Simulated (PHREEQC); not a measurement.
Consider water at 20 °C with 8.8 mmol/kgw CdCl2. Closed to the air; pH follows from the charge balance.

All values are PHREEQC results (ion-association model, wateq4f.dat), not measurements.

Task: The ionic strength comes out as 0.0185 mol/kgw. What activity coefficients do CdCl3-, Cl-, H+, CdCl+, Cd+2 get?

Result: CdCl3- 0.87, Cl- 0.87, H+ 0.89, CdCl+ 0.87, Cd+2 0.59.

No solid was allowed to form. Complexes and solids missing from the database can't appear.
